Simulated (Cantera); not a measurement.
Feed: 1 mol SiHCl3, 0.7 mol HCl, 84 mol N2, at 1150 °C and 150 Pa.

Equilibrium computed with Cantera from the NASA thermochemical tables; the gas is ideal and each condensed phase is pure. Candidate condensed phases: NH4Cl, Si, Si3N4; 28 gas species. The tables' values for SiCl3 are old estimates; treat these amounts as uncertain. Equilibrium is a limit: real reactors are often held back by kinetics, nucleation or transport.

Base state: N2 0.970, HCl 0.0178, SiCl2 0.0102, SiCl3 0.000982, H2 0.000904, SiCl4 0.000374, Cl 8.34e-5 (mole fractions); condensed: gas only.

### Question
What changes in the equilibrium state with this change: temperature from 1150 °C to 1450 °C?

### Answer
```json
[
 {"species": "N2", "before": "0.970", "after": "0.968"},
 {"species": "HCl", "before": "0.0178", "after": "0.0174"},
 {"species": "SiCl2", "before": "0.0102", "after": "0.0113"},
 {"species": "Cl", "before": "8.34e-5", "after": "0.00201"},
 {"species": "SiCl4", "before": "0.000374", "after": "4.99e-6"},
 {"species": "SiCl", "before": "3.29e-7", "after": "2.11e-5"},
 {"species": "H", "before": "5.17e-6", "after": "0.000149"},
 {"species": "SiCl3", "before": "0.000982", "after": "0.000174"},
 {"species": "H2", "before": "0.000904", "after": "0.00100"}
]
```
The tables' values for SiCl3, SiCl are old estimates; treat these amounts as uncertain.
